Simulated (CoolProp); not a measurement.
Hexamethyldisiloxane (MM) along the isotherm 573.4 K: fugacity coefficient from the reference equation and from simpler models built on Tc = 518.7 K, pc = 1.931 MPa, ω = 0.418; each cubic takes its own stable root.

Computed with CoolProp (reference Helmholtz-energy equation of state, Thol 2016).

```json
[
 {"p (MPa)": "0.644", "phase": "gas", "reference": "0.9185"},
 {"p (MPa)": "1.29", "phase": "gas", "reference": "0.8404"},
 {"p (MPa)": "1.93", "phase": "gas", "reference": "0.7671"},
 {"p (MPa)": "2.57", "phase": "supercritical", "reference": "0.6982"},
 {"p (MPa)": "3.22", "phase": "supercritical", "reference": "0.6330"},
 {"p (MPa)": "3.86", "phase": "supercritical", "reference": "0.5757"},
 {"p (MPa)": "4.51", "phase": "supercritical", "reference": "0.5279"},
 {"p (MPa)": "5.15", "phase": "supercritical", "reference": "0.4908"},
 {"p (MPa)": "5.79", "phase": "supercritical", "reference": "0.4615"},
 {"p (MPa)": "6.44", "phase": "supercritical", "reference": "0.4378"},
 {"p (MPa)": "7.08", "phase": "supercritical", "reference": "0.4191"},
 {"p (MPa)": "7.72", "phase": "supercritical", "reference": "0.4038"},
 {"p (MPa)": "8.37", "phase": "supercritical", "reference": "0.3912"},
 {"p (MPa)": "9.01", "phase": "supercritical", "reference": "0.3810"},
 {"p (MPa)": "9.66", "phase": "supercritical", "reference": "0.3726"}
]
```

How far does each simpler model (van der Waals, Redlich-Kwong, Soave-Redlich-Kwong, Peng-Robinson) lie from the reference over these 15 states: mean and median of the absolute difference, and the worst?


- van der Waals: mean 2.3 %, median 2.0 %, worst +6.4 % at 573.4 K and 9.66 MPa
- Redlich-Kwong: mean 2.5 %, median 2.7 %, worst -3.9 % at 573.4 K and 3.86 MPa
- Soave-Redlich-Kwong: mean 5.6 %, median 6.0 %, worst +10.0 % at 573.4 K and 9.66 MPa
- Peng-Robinson: mean 0.7 %, median 0.5 %, worst -1.7 % at 573.4 K and 3.22 MPa
